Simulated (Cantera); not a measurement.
Mixture: 5.37 % CH4, 2.63 % H2, 13.5 % O2, 78.5 % N2, equivalence ratio 0.89, at 50000 Pa, adiabatic and at constant pressure. Ignition delay is the time to a rise of 400 K.

Model: GRI-Mech 3.0 (53 species, 325 reactions), integrated in Cantera.

Task: Predict: delay at 1223 K; delay at 1323 K; delay at 1423 K; delay at 1523 K; delay at 1623 K; apparent activation energy between 1523 and 1623 K.

Result: 
```
Property                                                 Value
--------------------------------------------------  ----------
delay at 1223 K                                        4.77 ms
delay at 1323 K                                        2.03 ms
delay at 1423 K                                       0.978 ms
delay at 1523 K                                       0.527 ms
delay at 1623 K                                       0.308 ms
apparent activation energy between 1523 and 1623 K  110 kJ/mol
```
